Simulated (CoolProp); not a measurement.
R227EA along the isotherm 377.3 K: density (kg/m³) from the reference equation and from simpler models built on Tc = 374.9 K, pc = 2925 kPa, ω = 0.358; each cubic takes its own stable root.

Values from CoolProp's reference Helmholtz-energy equation of state, Lemmon 2016.

```json
[
 {"p (kPa)": "104", "phase": "gas", "reference": "5.706"},
 {"p (kPa)": "209", "phase": "gas", "reference": "11.61"},
 {"p (kPa)": "313", "phase": "gas", "reference": "17.61"},
 {"p (kPa)": "418", "phase": "gas", "reference": "23.84"},
 {"p (kPa)": "522", "phase": "gas", "reference": "30.17"},
 {"p (kPa)": "627", "phase": "gas", "reference": "36.76"},
 {"p (kPa)": "731", "phase": "gas", "reference": "43.49"},
 {"p (kPa)": "836", "phase": "gas", "reference": "50.49"},
 {"p (kPa)": "940", "phase": "gas", "reference": "57.67"},
 {"p (kPa)": "1040", "phase": "gas", "reference": "64.80"},
 {"p (kPa)": "1150", "phase": "gas", "reference": "72.95"},
 {"p (kPa)": "1250", "phase": "gas", "reference": "80.65"},
 {"p (kPa)": "1360", "phase": "gas", "reference": "89.48"},
 {"p (kPa)": "1460", "phase": "gas", "reference": "97.88"}
]
```

### Question
How far does each simpler model (Redlich-Kwong, Peng-Robinson) lie from the reference over these 14 states: mean and median of the absolute difference, and the worst?

### Answer
- Redlich-Kwong: mean 0.1 %, median 0.0 %, worst -0.2 % at 377.3 K and 1460 kPa
- Peng-Robinson: mean 1.0 %, median 1.0 %, worst +1.9 % at 377.3 K and 1460 kPa
